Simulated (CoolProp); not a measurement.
Properties of C2F6 (R116) along the isobar 0.621 MPa.

The numbers come from the reference Helmholtz-energy equation of state, Lemmon 2006 in CoolProp. It is a short technical equation, of lower accuracy than the large ones.

```
T (°C)   phase        Z  cv (kJ/(kg K))  isothermal compressibility (1/MPa)  fugacity coefficient
------  ------  -------  --------------  ----------------------------------  --------------------
-90.85  liquid  0.03402          0.6134                            0.002346               0.07811
-69.55  liquid  0.03227          0.6402                            0.003452                0.2438
-48.35  liquid  0.03130          0.6684                            0.005540                0.5763
-27.05     gas   0.8613          0.6510                               1.914                0.8788
-5.75      gas   0.8994          0.6777                               1.809                0.9084
15.55      gas   0.9243          0.7075                               1.751                0.9293
36.75      gas   0.9417          0.7375                               1.714                0.9445
58.05      gas   0.9544          0.7669                               1.689                0.9560
79.35      gas   0.9640          0.7952                               1.671                0.9649
100.65     gas   0.9714          0.8221                               1.658                0.9718
```
